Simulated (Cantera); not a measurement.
An isothermal plug-flow reactor at 825 K and 0.240 bar (inlet), inlet velocity 0.38 m/s, active area per volume 2200 1/m; feed CO : O2 : N2 = 0.0099 : 0.017 : 0.79 (molar parts), equivalence ratio 0.29.

Model: Deutschmann's 1995 Pt surface mechanism with GRI-Mech 3.0 gas chemistry, integrated in Cantera. Catalytic surfaces can have several steady states; this one follows from the mechanism file's or the stated starting coverage. Mass transfer to the wall is taken as infinitely fast.

**Question.** What does this change do: temperature 825 to 475 K?

**Answer.** 
| quantity | before | after |
|---|---|---|
| x(CO) at z = 0.026 m | <1e-12 | 0.0121 |
| x(O2) at z = 0.026 m | 0.0148 | 0.0208 |
| x(H2O) at z = 0.026 m | <1e-12 | <1e-12 |
| x(CO2) at z = 0.026 m | 0.0122 | 1.49e-5 |
